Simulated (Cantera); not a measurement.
A Cantera script and its output.

```python
import numpy as np
import cantera as ct

gas = ct.Solution("gri30.yaml")
gas.TPX = 1075, 13332, {'CO': 0.006, 'O2': 0.0041, 'H2O': 0.019, 'N2': 1}
reactor = ct.IdealGasConstPressureReactor(gas, energy="off", clone=False)
net = ct.ReactorNet([reactor])
net.rtol, net.atol = 1e-08, 1e-18
show = ['CO', 'O2', 'H2O', 'NO', 'OH']
times = np.geomspace(0.0007, 80, 14)

steps = ct.SolutionArray(gas, extra=["t"])
rows = []
print(f"{'t/s':>10s}{'T/K':>9s}{'P/Pa':>11s}" + "".join(f"{s:>11s}" for s in show))
for t in times:
    while net.time < t:
        t_next = net.step()
        steps.append(gas.state, t=t_next)
    rows.append([np.interp(t, steps.t, y) for y in (steps.T, steps.P, *steps(*show).X.T)])
    print(f"{t:10.3e}{rows[-1][0]:9.1f}{rows[-1][1]:11.4g}" + "".join(f"{x:11.3e}" for x in rows[-1][2:]))
rate = np.gradient(steps.T, steps.t)
print("integrator steps:", len(steps.t))
if steps.T.max() > steps.T[0] + 200:
    print(f"time of steepest temperature rise: {steps.t[rate.argmax()]:.4e} s")
gas.TPX = 1075, 13332, {'CO': 0.006, 'O2': 0.0041, 'H2O': 0.019, 'N2': 1}
gas.equilibrate("TP")
print(f"equilibrium (TP): T = {gas.T:.1f} K  " + "  ".join(f"{s} {gas[s].X[0]:.3e}" for s in show))
```

Output:

```
       t/s      T/K       P/Pa         CO         O2        H2O         NO         OH
 7.000e-04   1075.0  1.333e+04  5.830e-03  3.984e-03  1.846e-02  3.818e-22  9.389e-13
 1.715e-03   1075.0  1.333e+04  5.830e-03  3.984e-03  1.846e-02  2.577e-21  3.774e-12
 4.200e-03   1075.0  1.333e+04  5.830e-03  3.984e-03  1.846e-02  1.676e-20  1.598e-11
 1.029e-02   1075.0  1.333e+04  5.830e-03  3.984e-03  1.846e-02  1.483e-19  1.116e-10
 2.520e-02   1075.0  1.333e+04  5.830e-03  3.984e-03  1.846e-02  1.018e-17  4.825e-09
 6.173e-02   1075.0  1.333e+04  5.611e-03  3.883e-03  1.838e-02  1.483e-10  1.826e-05
 1.512e-01   1075.0  1.333e+04  6.720e-04  1.742e-03  1.766e-02  1.347e-07  7.177e-05
 3.704e-01   1075.0  1.333e+04  7.386e-05  1.178e-03  1.833e-02  1.789e-07  3.067e-05
 9.072e-01   1075.0  1.333e+04  1.321e-05  1.088e-03  1.848e-02  1.808e-07  1.223e-05
 2.222e+00   1075.0  1.333e+04  2.299e-06  1.074e-03  1.851e-02  1.807e-07  5.013e-06
 5.443e+00   1075.0  1.333e+04  3.958e-07  1.072e-03  1.851e-02  1.805e-07  2.193e-06
 1.333e+01   1075.0  1.333e+04  7.358e-08  1.072e-03  1.852e-02  1.804e-07  1.045e-06
 3.266e+01   1075.0  1.333e+04  1.652e-08  1.072e-03  1.852e-02  1.806e-07  5.475e-07
 8.000e+01   1075.0  1.333e+04  4.723e-09  1.072e-03  1.852e-02  1.808e-07  3.136e-07
integrator steps: 1800
equilibrium (TP): T = 1075.0 K  CO 3.212e-10  O2 1.069e-03  H2O 1.852e-02  NO 5.376e-06  OH 8.582e-08
```

Cantera simulation using GRI-Mech 3.0 (53 species, 325 reactions); the numbers are that mechanism's predictions, not measurements.
